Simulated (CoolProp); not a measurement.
The numbers come from the reference Helmholtz-energy equation of state, Thol 2019 in CoolProp.

### Question
Give the vapour pressure (MPa), enthalpy of vaporisation (kJ/kg), liquid cp (kJ/(kg K)), liquid conductivity (mW/(m K)) of saturated n-pentane at 31.55, 44.45 °C.

### Answer
```json
[
 {"T (°C)": "31.55", "p (MPa)": "0.0866", "enthalpy of vaporisation (kJ/kg)": "361", "liquid cp (kJ/(kg K))": "2.35", "liquid conductivity (mW/(m K))": "110"},
 {"T (°C)": "44.45", "p (MPa)": "0.134", "enthalpy of vaporisation (kJ/kg)": "351", "liquid cp (kJ/(kg K))": "2.41", "liquid conductivity (mW/(m K))": "105"}
]
```

Thermal conductivity comes from a separate model (Vassiliou 2015).
